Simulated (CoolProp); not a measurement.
Vapour-liquid equilibrium of isohexane (1) + benzene (2) at 420.7 K; x and y are mole fractions of (1).

The numbers come from the multi-fluid Helmholtz-energy mixture model, Lemmon 2006 and Thol 2012; pair parameters Bell 2016 in CoolProp.

| x | bubble pressure, mixture model (kPa) | bubble pressure, Raoult's law (kPa) | y, mixture model | y, Raoult's law |
|---|---|---|---|---|
| 0.05 | ? | 569.3 | 0.097 | 0.076 |
| 0.2 | 668.5 | 615.5 | 0.305 | 0.280 |
| 0.35 | 725.7 | 661.8 | ? | 0.456 |
| 0.5 | 769.5 | 708.1 | 0.581 | 0.609 |
| 0.65 | 804.4 | 754.3 | 0.702 | 0.743 |
| 0.8 | 832.6 | 800.6 | 0.826 | 0.862 |
| 0.95 | 855.5 | 846.8 | ? | 0.967 |

Q: Fill in the missing entries.

A: 
- 0.05, bubble pressure, mixture model (kPa): 588.4
- 0.35, y, mixture model: 0.454
- 0.95, y, mixture model: 0.956

The largest gap from Raoult's law is +9.7 % in bubble pressure, at x = 0.35. No azeotrope shows between x = 0.05 and 0.95.

Pair parameters are fitted to limited data, so mixtures are less certain than the pure fluids.
